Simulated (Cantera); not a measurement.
Feed: 1 mol SiC, 0.13 mol H2O, 300 mol N2, at 13.3 mbar.

Equilibrium computed with Cantera from the NASA thermochemical tables; the gas is ideal and each condensed phase is pure. Candidate condensed phases: C, C6H6, C7H8, C8H18, H2O, Si, SiC, SiO2, Si2N2O, Si3N4; 151 gas species. Mutual solubility and eutectic melting of coexisting phases are not modelled. Equilibrium is a limit: real reactors are often held back by kinetics, nucleation or transport.

What share of the Si ends up in condensed phases as a function of T (°C), at 1227, 1327, 1427, 1527, 1627, 1727, 1827?


```tsv
T (°C)	Si condensed (%)	as
1227	99.7	SiC(s) + Si3N4(s)
1327	98.1	SiC(s) + Si3N4(s)
1427	93.2	SiC(s)
1527	92.2	SiC(s)
1627	89.1	SiC(s)
1727	84.1	SiC(s)
1827	72.2	SiC(s)
```
